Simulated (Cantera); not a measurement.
A closed system holds: 1 mol Fe(CO)5, 2.8 mol H2, 15 mol N2, at 1348 K and 1.60 mbar.

Equilibrium computed with Cantera from the NASA thermochemical tables; the gas is ideal and each condensed phase is pure. Candidate condensed phases: C, C6H6, C7H8, C8H18, Fe, Fe(CO)5, FeO, Fe(OH)2, Fe(OH)3, Fe2O3, Fe3O4, H2O; 140 gas species. The numbers say what is thermodynamically allowed, not how fast it happens.

Base state: N2 0.658, CO 0.219, H2 0.123, H 2.03e-5 (mole fractions); condensed: Fe(γ).

**Question.** What changes in the equilibrium state with this change: Fe(CO)5 replaced by HgO?

**Answer.** 
```tsv
species	before	after
N2	0.658	0.798
H2	0.123	0.0957
Hg	0	0.0532
CO	0.219	0
H2O	3.48e-6	0.0532
H	2.03e-5	1.79e-5
Fe(γ), mol	1.000	0
```
Further candidate phases: Hg, HgO.
